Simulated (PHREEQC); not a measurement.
A PHREEQC input (ion-association model, wateq4f.dat):

```
SOLUTION 1
  temp 15
  units mg/L
  pH 8.6
  pe 12.4
  Na 14.3
  K 34.6
  Ca 46.2
  Mg 4.74
  Cl 75 charge
  Li 0.1 charge
  S(6) 36.2 as SO4
  Alkalinity 91.4 as HCO3
  Ni 0.165
END
USE solution 1
EQUILIBRIUM_PHASES 1
  Gypsum 0 0
  Quartz 0 0.5
  CO2(g) -2.5 10
END
```

It stops with these messages:

```
ERROR: Charge balance specified for more than one species.
ERROR: Program terminating due to input errors.
```

The fault: two constituents marked charge. The line should read `Cl 75` where the input has `Cl 75 charge / Li 0.1 charge`. With the mend the run ends at pH 7.39 and ionic strength 0.00581 mol/kgw.
